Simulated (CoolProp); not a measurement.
o-xylene along the isobar 12.2 MPa: density (kg/m³) from the reference equation and from simpler models built on Tc = 357.1 °C, pc = 3.737 MPa, ω = 0.312; each cubic takes its own stable root.

Computed with CoolProp (reference Helmholtz-energy equation of state, Zhou 2012).

```tsv
T (°C)	phase	reference
148.95	liquid	782.4
166.95	liquid	766.7
184.95	liquid	750.7
202.95	liquid	734.3
220.95	liquid	717.4
238.85	liquid	700.1
256.85	liquid	682.0
274.85	liquid	663.1
292.85	liquid	643.4
310.85	liquid	622.6
328.85	liquid	600.6
346.85	liquid	577.1
```

Problem. How far does each simpler model (van der Waals, Redlich-Kwong, Soave-Redlich-Kwong) lie from the reference over these 12 states: mean and median of the absolute difference, and the worst?

Solution. 
- van der Waals: mean 36.0 %, median 36.4 %, worst -38.9 % at 148.95 °C and 12.2 MPa
- Redlich-Kwong: mean 13.4 %, median 13.4 %, worst -13.6 % at 292.85 °C and 12.2 MPa
- Soave-Redlich-Kwong: mean 11.1 %, median 10.7 %, worst -12.7 % at 346.85 °C and 12.2 MPa
